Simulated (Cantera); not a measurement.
## Hydrocarbon pyrolysis for carbon deposition

An isothermal, constant-pressure homogeneous reactor starts with CH4 : N2 = 0.39 : 6 (molar parts), at 1800 K and 0.00197 atm.

Computed with Cantera and GRI-Mech 3.0 (53 species, 325 reactions). GRI-Mech 3.0 stops at C3 and has no aromatics, soot or wall deposition, so with more carbon than oxygen in the feed, carbon stays in small species such as C2H2 where larger ones or solid carbon would form. Radical loss at walls, strong at low pressure, is not modelled.

```tsv
t (s)	x CH4	x C2H	x C2H2	x CH3	x CH2
0.000100	0.0610	<1e-12	<1e-12	7.36e-7	<1e-12
0.000282	0.0610	<1e-12	<1e-12	2.50e-6	8.74e-12
0.000795	0.0610	<1e-12	<1e-12	8.45e-6	1.19e-10
0.00224	0.0610	<1e-12	1.45e-11	2.60e-5	9.87e-10
0.00631	0.0610	<1e-12	1.29e-9	7.55e-5	6.59e-9
0.0178	0.0608	1.32e-12	9.17e-8	0.000215	4.42e-8
0.0502	0.0603	2.27e-10	5.96e-6	0.000600	2.96e-7
0.141	0.0568	1.40e-8	0.000356	0.00154	1.68e-6
0.399	0.0350	2.74e-7	0.00912	0.00187	3.86e-6
1.12	0.0115	7.20e-7	0.0227	0.000794	2.56e-6
3.17	0.00236	1.26e-6	0.0275	0.000246	1.34e-6
8.93	0.000294	2.22e-6	0.0286	5.24e-5	5.14e-7
25.2	2.19e-5	3.86e-6	0.0287	6.80e-6	1.17e-7
71.0	1.94e-7	6.09e-6	0.0287	9.49e-8	2.59e-9
200	6.85e-8	6.92e-6	0.0287	3.81e-8	1.18e-9
```
x: mole fraction; the columns are a selection and need not sum to one.

Equilibrium at this temperature and pressure: CH4 2.25e-7, C2H 1.50e-6, C2H2 0.00621, CH3 1.26e-7, CH2 3.91e-9 (gas phase only).
